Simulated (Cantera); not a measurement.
# Catalytic combustion on Pt

An isothermal plug-flow reactor at 698 K and 100000 Pa (inlet), inlet velocity 1.2 m/s, active area per volume 190 1/m; feed 0.397 % CO, 1.49 % O₂, 98.1 % N₂, equivalence ratio 0.13.

Cantera simulation using Deutschmann's 1995 Pt surface mechanism with GRI-Mech 3.0 gas chemistry; the numbers are that mechanism's predictions, not measurements. Catalytic surfaces can have several steady states; this one follows from the mechanism file's or the stated starting coverage. Mass transfer to the wall is taken as infinitely fast.

```csv
z (m),x CO,x O₂,x H₂O,x CO₂,θ free Pt,θ O*,θ CO*
5.7e-05,0.00396,0.0149,<1e-12,1.43e-5,0.0773,0.00794,0.915
0.00011,0.00395,0.0149,<1e-12,2.76e-5,0.0775,0.00797,0.915
0.00021,0.00392,0.0149,<1e-12,5.29e-5,0.0778,0.00803,0.914
0.00041,0.00387,0.0149,<1e-12,0.000104,0.0784,0.00814,0.913
0.00079,0.00377,0.0148,<1e-12,0.000203,0.0796,0.00838,0.912
0.0015,0.00358,0.0147,<1e-12,0.000396,0.0821,0.00890,0.909
0.003,0.00313,0.0145,<1e-12,0.000847,0.0892,0.0104,0.900
0.0057,0.00203,0.0139,<1e-12,0.00195,0.119,0.0188,0.862
```
x: gas mole fraction; θ: surface coverage.
